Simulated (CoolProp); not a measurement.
Vapour pressure (MPa) of R11: the reference equation beside estimates from Tc = 471.1 K, pc = 4.408 MPa, ω = 0.189.

The numbers come from the reference Helmholtz-energy equation of state, Jacobsen 1992 in CoolProp.

| T (K) | reference | Lee-Kesler | Redlich-Kwong |
|---|---|---|---|
| 216.5 | 0.001647 | 0.001598 | 0.002852 |
| 222 | 0.002443 | 0.002367 | 0.004208 |
| 227.4 | 0.003522 | 0.003409 | 0.006024 |
| 232.8 | 0.004978 | 0.004817 | 0.008443 |
| 238.2 | 0.006909 | 0.006688 | 0.01161 |
| 243.7 | 0.009480 | 0.009187 | 0.01575 |
| 249.1 | 0.01273 | 0.01236 | 0.02092 |
| 254.5 | 0.01685 | 0.01638 | 0.02735 |
| 259.9 | 0.02200 | 0.02143 | 0.03527 |
| 265.3 | 0.02837 | 0.02769 | 0.04489 |
| 270.8 | 0.03630 | 0.03553 | 0.05669 |
| 276.2 | 0.04574 | 0.04487 | 0.07048 |
| 281.6 | 0.05705 | 0.05610 | 0.08673 |

Absolute difference from the reference over all 13 rows, mean and median: Lee-Kesler 2.7 and 2.9 %, Redlich-Kwong 63.7 and 64.3 %.
